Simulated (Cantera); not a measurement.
Input: 1 mol H₂S, 0.16 mol H₂, 43 mol N₂, 0.049 mol O₂, equilibrated at 2700 K and 34.0 bar.

Method: chemical equilibrium by Gibbs-energy minimisation in Cantera with the NASA 1993 tables (ideal gas, pure condensed phases). Candidate condensed phases: H₂O, H₂SO₄, S; 35 gas species. The ideal-gas law is rough above about 30 bar. Kinetics and transport are ignored.

Base state: N₂ 0.962, H₂ 0.0206, S₂ 0.00796, SH 0.00288, H₂O 0.00163, H₂S 0.00155, S 0.00146, H 0.00140 (mole fractions); condensed: gas only.

What changes in the equilibrium state with this change: temperature from 2700 K to 2175 K?


```
species   before    after
-------  -------  -------
N₂         0.962    0.965
H₂        0.0206   0.0193
S₂       0.00796  0.00846
H₂S      0.00155  0.00394
SH       0.00288  0.00130
NO       1.51e-5  5.18e-7
OH       2.82e-5  1.68e-6
```

What changes in the equilibrium state with this change: temperature from 2700 K to 1825 K?


```tsv
species	before	after
N₂	0.962	0.967
H₂	0.0206	0.0159
H₂S	0.00155	0.00776
NO	1.51e-5	1.74e-8
OH	2.82e-5	9.12e-8
H	0.00140	9.52e-6
S	0.00146	1.31e-5
```

What changes in the equilibrium state with this change: temperature from 2700 K to 3348 K?


| species | before | after |
|---|---|---|
| N₂ | 0.962 | 0.954 |
| H₂ | 0.0206 | 0.0178 |
| H | 0.00140 | 0.00943 |
| S | 0.00146 | 0.00736 |
| N | 2.73e-7 | 1.75e-5 |
| O | 1.22e-6 | 5.34e-5 |
| NO | 1.51e-5 | 0.000158 |
